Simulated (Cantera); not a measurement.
A perfectly stirred reactor is fed with C3H8 : O2 : N2 = 1 : 5 : 49 (molar parts), equivalence ratio 1.0, at 1.00 bar; it is adiabatic with a 373 K inlet, and is followed from long to short residence time, starting on the burning branch (τ in s: 0.47, 0.21, 0.095, 0.043, 0.019, 0.0087, 0.0039, 0.0018, 0.00079, 0.00036, 0.00016, 7.2e-05).

Detailed kinetics in Cantera: GRI-Mech 3.0 (53 species, 325 reactions). GRI-Mech 3.0 was tuned for natural gas; its chemistry of propane as a main component is partial and can be far from experiment.

**Question.** What does this change do: inlet temperature 373 to 575 K?

**Answer.** 
```json
[
 {"quantity": "blow-out, bracketed by the residence times tried", "before": "burning at 8.70 ms, out at 3.90 ms", "after": "burning at 1.80 ms, out at 0.790 ms"},
 {"quantity": "x(C3H8) at τ = 0.470 s", "before": "1.07e-6", "after": "5.06e-7"},
 {"quantity": "x(O2) at τ = 0.470 s", "before": "0.00128", "after": "0.00153"},
 {"quantity": "x(NO2) at τ = 0.470 s", "before": "3.41e-9", "after": "6.05e-9"},
 {"quantity": "x(HO2) at τ = 0.470 s", "before": "4.86e-7", "after": "3.63e-7"},
 {"quantity": "x(CO) at τ = 0.470 s", "before": "0.00168", "after": "0.00224"},
 {"quantity": "x(C3H8) at τ = 3.90 ms", "before": "0.0182", "after": "1.19e-5"},
 {"quantity": "x(O2) at τ = 3.90 ms", "before": "0.0909", "after": "0.00659"},
 {"quantity": "x(NO2) at τ = 3.90 ms", "before": "<1e-12", "after": "4.01e-9"},
 {"quantity": "x(HO2) at τ = 3.90 ms", "before": "<1e-12", "after": "3.01e-6"},
 {"quantity": "x(CO) at τ = 3.90 ms", "before": "<1e-12", "after": "0.00923"}
]
```

**Question.** What does this change do: pressure from 1.00 bar to 0.610 bar?

**Answer.** 
| quantity | before | after |
|---|---|---|
| blow-out, bracketed by the residence times tried | burning at 8.70 ms, out at 3.90 ms | burning at 8.70 ms, out at 3.90 ms |
| x(C3H8) at τ = 0.470 s | 1.07e-6 | 1.10e-6 |
| x(O2) at τ = 0.470 s | 0.00128 | 0.00167 |
| x(NO2) at τ = 0.470 s | 3.41e-9 | 2.37e-9 |
| x(HO2) at τ = 0.470 s | 4.86e-7 | 4.37e-7 |
| x(CO) at τ = 0.470 s | 0.00168 | 0.00219 |
| x(C3H8) at τ = 3.90 ms | 0.0182 | 0.0182 |
| x(O2) at τ = 3.90 ms | 0.0909 | 0.0909 |
| x(NO2) at τ = 3.90 ms | <1e-12 | <1e-12 |
| x(HO2) at τ = 3.90 ms | <1e-12 | <1e-12 |
| x(CO) at τ = 3.90 ms | <1e-12 | <1e-12 |
